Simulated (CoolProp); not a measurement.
Vapour-liquid equilibrium of dimethyl ether (1) + methanol (2) at 0.196 MPa; x and y are mole fractions of (1).

Values from CoolProp's multi-fluid Helmholtz-energy mixture model, Wu 2011 and de Reuck 1993; pair parameters Bell 2016.

```csv
x,bubble temperature (K),y at the bubble point,dew temperature at overall composition x (K),liquid density (mol/L)
0.05,330.3,0.623,353.9,22.92
0.2,293.5,0.939,349.2,22.18
0.35,281.4,0.972,343.7,20.85
0.5,275.8,0.981,337.1,19.48
0.65,272.4,0.986,328.5,18.16
0.8,269.4,0.991,316.2,16.93
0.95,266.0,0.997,290.2,15.81
```

No azeotrope shows between x = 0.05 and 0.95.

The pair parameters rest on a limited set of measurements; away from them the model extrapolates. With so large a gap from Raoult's law the liquid may split in two, which this calculation doesn't test in full.
